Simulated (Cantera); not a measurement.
Charge: 1 mol CsCl, 4 mol H2O, 450 mol N2, held at 3.60 Torr.

Method: chemical equilibrium by Gibbs-energy minimisation in Cantera with the NASA 1993 tables (ideal gas, pure condensed phases). Candidate condensed phases: Cs, CsCl, CsOH, H2O, NH4Cl; 37 gas species. The numbers say what is thermodynamically allowed, not how fast it happens.

log p: log10 of the partial pressure in bar; nothing condenses.

| T (K) | log p N2 | log p H2O | log p CsCl | log p H2 | log p H |
|---|---|---|---|---|---|
| 1348 | -2.32 | -4.38 | -4.98 | -7.25 | -9.26 |
| 1448 | -2.32 | -4.38 | -4.98 | -6.80 | -8.44 |
| 1548 | -2.32 | -4.38 | -4.99 | -6.42 | -7.72 |
| 1648 | -2.32 | -4.39 | -4.99 | -6.08 | -7.09 |
| 1748 | -2.32 | -4.40 | -5.00 | (withheld) | (withheld) |
| 1848 | -2.32 | -4.42 | -5.03 | -5.53 | -6.04 |
| 1948 | -2.32 | -4.46 | -5.06 | (withheld) | (withheld) |
| 2048 | -2.32 | -4.53 | -5.11 | -5.14 | -5.22 |

Task: Fill in the missing entries.

Result: 
- 1748, log p H2: -5.79
- 1748, log p H: -6.53
- 1948, log p H2: -5.31
- 1948, log p H: -5.60
